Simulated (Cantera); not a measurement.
Feed: 1 mol Si3N4, 7.4 mol N2, equilibrated at 0.570 bar.

Method: chemical equilibrium by Gibbs-energy minimisation in Cantera with the NASA 1993 tables (ideal gas, pure condensed phases). Candidate condensed phases: Si, Si3N4; 7 gas species. Rates play no part.

### Question
What share of the Si ends up in condensed phases as a function of T (K), at 2473, 2523, 2573, 2623, 2673, 2723, 2773, 2823, 2873, 2923, 2973?

### Answer
```json
[
 {"T (K)": "2473", "Si condensed (%)": "97.2", "as": "Si(l)"},
 {"T (K)": "2523", "Si condensed (%)": "96.0", "as": "Si(l)"},
 {"T (K)": "2573", "Si condensed (%)": "94.3", "as": "Si(l)"},
 {"T (K)": "2623", "Si condensed (%)": "92.0", "as": "Si(l)"},
 {"T (K)": "2673", "Si condensed (%)": "88.9", "as": "Si(l)"},
 {"T (K)": "2723", "Si condensed (%)": "84.6", "as": "Si(l)"},
 {"T (K)": "2773", "Si condensed (%)": "78.7", "as": "Si(l)"},
 {"T (K)": "2823", "Si condensed (%)": "70.9", "as": "Si(l)"},
 {"T (K)": "2873", "Si condensed (%)": "60.3", "as": "Si(l)"},
 {"T (K)": "2923", "Si condensed (%)": "45.8", "as": "Si(l)"},
 {"T (K)": "2973", "Si condensed (%)": "25.8", "as": "Si(l)"}
]
```
